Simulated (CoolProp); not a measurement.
Vapour-liquid equilibrium of CH2F2 (R32) (1) + R236FA (2) at 246.9 K; x and y are mole fractions of (1).

The numbers come from the multi-fluid Helmholtz-energy mixture model, Tillner-Roth 1997 and Pan 2012; pair parameters Bell 2016 in CoolProp.

**Question.** Give the bubble pressure and the first vapour's composition at x = 0.2, 0.425, 0.875. Is there an azeotrope?

**Answer.** x = 0.2: 0.09060 MPa, y = 0.709; x = 0.425: 0.1568 MPa, y = 0.873; x = 0.875: 0.2817 MPa, y = 0.981. No azeotrope shows between x = 0.05 and 0.95.

Pair parameters are fitted to limited data, so mixtures are less certain than the pure fluids.
